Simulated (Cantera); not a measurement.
Mixture: CH3OH : O2 : N2 = 1 : 3.41 : 12.8 (molar parts), at 10.9 atm, adiabatic and at constant volume. Ignition delay is the time to a rise of 400 K.

Detailed kinetics in Cantera: GRI-Mech 3.0 (53 species, 325 reactions). GRI-Mech 3.0 was tuned for natural gas; its chemistry of methanol as a main component is partial and can be far from experiment.

### Question
Predict: delay at 1098 K; delay at 1248 K; delay at 1398 K; delay at 1548 K; delay at 1698 K; apparent activation energy between 1548 and 1698 K.

### Answer
- delay at 1098 K: 10.8 ms
- delay at 1248 K: 0.750 ms
- delay at 1398 K: 100.0 µs
- delay at 1548 K: 22.2 µs
- delay at 1698 K: 7.01 µs
- apparent activation energy between 1548 and 1698 K: 170 kJ/mol
